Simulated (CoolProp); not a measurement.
The fluid at 298.15 K and 0.636 MPa flows at 0.076 m/s in a round tube of 4.6 mm bore and 15 µm roughness, fully developed (64/Re and Nu = 3.66 if laminar; Colebrook and Gnielinski if turbulent). The same conditions are run with several fluids, on thermodynamics alone (safety and materials aside).

Model: reference Helmholtz-energy equation of state of each fluid (methane: Setzmann 1991; R143a: Lemmon and Jacobsen 2000; ethane: Bücker 2006; sulfur hexafluoride: Guder 2009; dry air: Lemmon 2000), in CoolProp. Blends and air are pseudo-pure fits.

Q: Rank methane, R143a, ethane, sulfur hexafluoride, dry air by Reynolds number, highest first.

A: sulfur hexafluoride (922), R143a (757), ethane (299), dry air (141), methane (129)

```csv
fluid,Darcy friction factor,pressure drop (Pa/m),heat-transfer coefficient (W/(m² K)),mass flow (kg/h)
methane,0.496,1.30,27.4,0.0189
R143a,0.0846,1.29,12.2,0.111
ethane,0.214,1.09,17.1,0.0369
sulfur hexafluoride,0.0694,1.76,10.6,0.184
dry air,0.456,2.13,21.0,0.0339
```

Transport values come from each fluid's own correlations; those of R143a are estimates that may be off by 10 % or more.
